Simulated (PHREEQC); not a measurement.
# Acid mine or pickling water: speciation

Synthetic water in mg/L, 90 °C, pH 3.96, pe 10.3:

| constituent | mg/L |
|---|---|
| Na | 101 |
| K | 0.127 |
| Ca | 33.2 |
| Mg | 11.8 |
| Cl | 98.1 |
| S(6) as SO4 | 368 |
| Al | 34.4 |

Valence states are taken as typed.

Model: ion-association model, phreeqc.dat, run in PHREEQC.

Precipitation was switched off in this run.

Estimate the ionic strength, charge-balance error.

ionic strength 0.0124 mol/kgw; charge-balance error -3.9 %.

In which forms is Na present?

Na+ 99 %, NaSO4- 1.2 % of the Na.

Saturation is exceeded, for instance for Al(OH)3(a), Gibbsite (slow to form); the values hold only as long as no solid forms. At this temperature some constants are extrapolated from 25 °C, and those without enthalpy data are left unchanged.
